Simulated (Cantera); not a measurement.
Feed: 1 mol Pb, 2.1 mol CO, 230 mol N2, equilibrated at 1500 °C and 1330 Pa.

Method: chemical equilibrium by Gibbs-energy minimisation in Cantera with the NASA 1993 tables (ideal gas, pure condensed phases). Candidate condensed phases: C, Pb, PbO, PbO2, Pb3O4; 27 gas species. The numbers say what is thermodynamically allowed, not how fast it happens.

Base state: N2 0.987, CO 0.00901, Pb 0.00429 (mole fractions); condensed: gas only.

Problem. What changes in the equilibrium state with this change: Pb replaced by Al?

Solution. 
```json
[
 {"species": "N2", "before": "0.987", "after": "0.991"},
 {"species": "CO", "before": "0.00901", "after": "0.00907"},
 {"species": "Al", "before": "0", "after": "0.000103"},
 {"species": "Pb", "before": "0.00429", "after": "0"},
 {"species": "AlN(s), mol", "before": "0", "after": "0.976"}
]
```
Further candidate phases: Al, AlN, Al2O3.
